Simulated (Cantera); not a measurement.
**Hydrocarbon pyrolysis for carbon deposition**

A perfectly stirred reactor is fed with 35.7 % C₃H₈, 64.3 % H₂, at 10.00 Torr; it is held at 1198 K, and followed from long to short residence time.

Computed with Cantera and GRI-Mech 3.0 (53 species, 325 reactions). GRI-Mech 3.0 was tuned for natural gas; its chemistry of propane as a main component is partial and can be far from experiment. GRI-Mech 3.0 stops at C3 and has no aromatics, soot or wall deposition, so with more carbon than oxygen in the feed, carbon stays in small species such as C2H2 where larger ones or solid carbon would form. Radical loss at walls, strong at low pressure, is not modelled.

```json
[
 {"τ (s)": "9.6", "x C₃H₈": "0.00176", "x H₂": "0.569", "x C₂H₂": "0.150", "x C₂H": "8.03e-10", "x CH₄": "0.199", "x CH₂": "1.63e-9", "x C₂H₄": "0.0795"},
 {"τ (s)": "1.9", "x C₃H₈": "0.00669", "x H₂": "0.536", "x C₂H₂": "0.0942", "x C₂H": "7.73e-10", "x CH₄": "0.219", "x CH₂": "4.74e-9", "x C₂H₄": "0.143"},
 {"τ (s)": "0.38", "x C₃H₈": "0.0262", "x H₂": "0.514", "x C₂H₂": "0.0385", "x C₂H": "4.25e-10", "x CH₄": "0.220", "x CH₂": "1.42e-8", "x C₂H₄": "0.198"},
 {"τ (s)": "0.074", "x C₃H₈": "0.107", "x H₂": "0.536", "x C₂H₂": "0.00764", "x C₂H": "7.82e-11", "x CH₄": "0.168", "x CH₂": "4.17e-8", "x C₂H₄": "0.176"},
 {"τ (s)": "0.015", "x C₃H₈": "0.256", "x H₂": "0.599", "x C₂H₂": "0.000611", "x C₂H": "4.51e-12", "x CH₄": "0.0662", "x CH₂": "7.55e-8", "x C₂H₄": "0.0735"},
 {"τ (s)": "0.0029", "x C₃H₈": "0.338", "x H₂": "0.634", "x C₂H₂": "1.57e-5", "x C₂H": "<1e-12", "x CH₄": "0.0118", "x CH₂": "6.14e-8", "x C₂H₄": "0.0136"},
 {"τ (s)": "0.00058", "x C₃H₈": "0.355", "x H₂": "0.642", "x C₂H₂": "8.08e-8", "x C₂H": "<1e-12", "x CH₄": "0.000793", "x CH₂": "9.88e-9", "x C₂H₄": "0.00109"}
]
```
x: mole fraction; the columns are a selection and need not sum to one.
